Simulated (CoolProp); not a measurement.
Model: reference Helmholtz-energy equation of state, de Reuck 1993, in CoolProp.

Q: For methanol, give the phase and the Z, speed of sound (m/s), isothermal compressibility (1/MPa), expansivity (1/kK) at 222 K and 10600 kPa; 248.4 K and 10600 kPa.

A: 
- 222 K and 10600 kPa: liquid; Z 0.213, speed of sound 1420, isothermal compressibility 0.000707, expansivity 1.09
- 248.4 K and 10600 kPa: liquid; Z 0.196, speed of sound 1330, isothermal compressibility 0.000829, expansivity 1.09
